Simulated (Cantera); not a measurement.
## Gas-phase reforming

A perfectly stirred reactor is fed with CH₄ : H₂O = 0.15 : 4.1 (molar parts), at 0.400 bar; it is held at 1450 K, and followed from long to short residence time.

Computed with Cantera and GRI-Mech 3.0 (53 species, 325 reactions).

```json
[
 {"τ (s)": "0.33", "x CH₄": "0.0306", "x H₂O": "0.959", "x HCO": "1.41e-10", "x HO₂": "<1e-12", "x C₂H₂": "0.00165", "x CO": "0.000403"},
 {"τ (s)": "0.16", "x CH₄": "0.0327", "x H₂O": "0.962", "x HCO": "1.39e-10", "x HO₂": "<1e-12", "x C₂H₂": "0.000828", "x CO": "0.000198"},
 {"τ (s)": "0.080", "x CH₄": "0.0339", "x H₂O": "0.963", "x HCO": "1.26e-10", "x HO₂": "<1e-12", "x C₂H₂": "0.000350", "x CO": "8.97e-5"},
 {"τ (s)": "0.039", "x CH₄": "0.0346", "x H₂O": "0.964", "x HCO": "9.90e-11", "x HO₂": "<1e-12", "x C₂H₂": "0.000111", "x CO": "3.46e-5"},
 {"τ (s)": "0.019", "x CH₄": "0.0350", "x H₂O": "0.965", "x HCO": "6.09e-11", "x HO₂": "<1e-12", "x C₂H₂": "2.56e-5", "x CO": "1.05e-5"},
 {"τ (s)": "0.0096", "x CH₄": "0.0351", "x H₂O": "0.965", "x HCO": "2.71e-11", "x HO₂": "<1e-12", "x C₂H₂": "4.38e-6", "x CO": "2.41e-6"},
 {"τ (s)": "0.0047", "x CH₄": "0.0352", "x H₂O": "0.965", "x HCO": "7.57e-12", "x HO₂": "<1e-12", "x C₂H₂": "4.76e-7", "x CO": "3.33e-7"},
 {"τ (s)": "0.0023", "x CH₄": "0.0353", "x H₂O": "0.965", "x HCO": "1.42e-12", "x HO₂": "<1e-12", "x C₂H₂": "3.87e-8", "x CO": "3.09e-8"}
]
```
x: mole fraction; the columns are a selection and need not sum to one.
